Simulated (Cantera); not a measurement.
Charge: 1 mol Cr, 0.013 mol H₂O, 1.1 mol N₂, 0.49 mol N₂O, held at 923 K and 90.0 Torr.

These are equilibrium values from Cantera (NASA tables, ideal gas, pure condensed phases), not measurements of a reactor. Candidate condensed phases: Cr, CrN, Cr₂N, Cr₂O₃, H₂O; 29 gas species. The numbers say what is thermodynamically allowed, not how fast it happens.

Base state: N₂ 0.990, H₂ 0.0102 (mole fractions); condensed: CrN(s) + Cr₂O₃(s).

Task: What changes in the equilibrium state with this change: H₂O from 0.013 to 1.4 mol?

Result: 
| species | before | after |
|---|---|---|
| N₂ | 0.990 | 0.532 |
| H₂ | 0.0102 | 0.338 |
| H₂O | 5.91e-7 | 0.130 |
| NH₃ | 1.25e-7 | 1.73e-5 |
| CrN(s), mol | 0.665 | 0 |
| Cr₂O₃(s), mol | 0.168 | 0.500 |

Task: What changes in the equilibrium state with this change: temperature from 923 K to 2698 K?

Result: 
| species | before | after |
|---|---|---|
| N₂ | 0.990 | 0.606 |
| Cr | <1e-9 | 0.219 |
| CrO | <1e-9 | 0.140 |
| CrO₂ | <1e-9 | 0.0231 |
| H₂ | 0.0102 | 0.00117 |
| H | <1e-9 | 0.00556 |
| O | <1e-9 | 0.00234 |
| CrN(s), mol | 0.665 | 0 |
| Cr₂O₃(s), mol | 0.168 | 0 |

Task: What changes in the equilibrium state with this change: temperature from 923 K to 1848.15 K?

Result: 
```json
[
 {"species": "N₂", "before": "0.990", "after": "0.990"},
 {"species": "H₂", "before": "0.0102", "after": "0.00796"},
 {"species": "Cr", "before": "<1e-9", "after": "0.00149"},
 {"species": "H", "before": "<1e-9", "after": "0.000137"},
 {"species": "H₂O", "before": "5.91e-7", "after": "6.40e-5"},
 {"species": "CrN(s), mol", "before": "0.665", "after": "0"},
 {"species": "Cr₂O₃(s), mol", "before": "0.168", "after": "0.168"},
 {"species": "Cr(s), mol", "before": "0", "after": "0.662"}
]
```
Mutual solubility and eutectic melting of coexisting phases are not modelled.
